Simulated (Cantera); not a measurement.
A Cantera script and what it prints.

```python
import numpy as np
import cantera as ct

gas_names = """
    PH3 NO2 OH P2 N2O
""".split()
cond_names = """

""".split()


# ... load() reads the species with a 1 bar reference pressure and builds the phases ...
species = {s.name: s for s in load("nasa_gas.yaml", gas_names) + load("nasa_condensed.yaml", cond_names)}
# Each term lists the table entries of one substance; the one whose range holds T is used.
reactions = {
    '2 PH3(g) + 4 NO2(g) = 6 OH(g) + P2(g) + 2 N2O(g)':
        [(-2, ['PH3']), (-4, ['NO2']), (6, ['OH']), (1, ['P2']), (2, ['N2O'])],
}


def pick(names, T):
    return next(species[n] for n in names if species[n].thermo.min_temp <= T <= species[n].thermo.max_temp)


results = []
for label, terms in reactions.items():
    print(label)
    print("     T/K   dH/kJ  dS/(J/K)   dG/kJ   log10 K")
    for T in [1198, 1348, 1498, 1648, 1798, 1948, 2098, 2248, 2398, 2548]:
        used = [(nu, pick(names, T)) for nu, names in terms]
        dH = sum(nu * s.thermo.h(T) for nu, s in used) / 1e6
        dS = sum(nu * s.thermo.s(T) for nu, s in used) / 1e3
        dG = dH - T * dS / 1e3
        logK = -dG * 1e6 / (ct.gas_constant * T * np.log(10))
        results.append((label, T, dH, dS, dG, logK, [s.name for _, s in used]))
        print(f"{T:8g} {dH:8.1f} {dS:8.1f} {dG:8.1f} {logK:8.2f}")
```

It prints:

```
2 PH3(g) + 4 NO2(g) = 6 OH(g) + P2(g) + 2 N2O(g)
     T/K   dH/kJ  dS/(J/K)   dG/kJ   log10 K
    1198    407.8    412.2    -86.1     3.75
    1348    405.6    410.6   -147.8     5.73
    1498    403.2    408.9   -209.3     7.30
    1648    400.7    407.3   -270.5     8.57
    1798    398.0    405.7   -331.5     9.63
    1948    395.2    404.2   -392.2    10.52
    2098    392.4    402.8   -452.7    11.27
    2248    389.6    401.5   -513.1    11.92
    2398    386.8    400.3   -573.2    12.49
    2548    384.0    399.2   -633.2    12.98
```

Standard-state values (1 bar) from the NASA 1993 polynomials, evaluated with Cantera. Condensed species are held in their standard states even where they would react or evaporate.
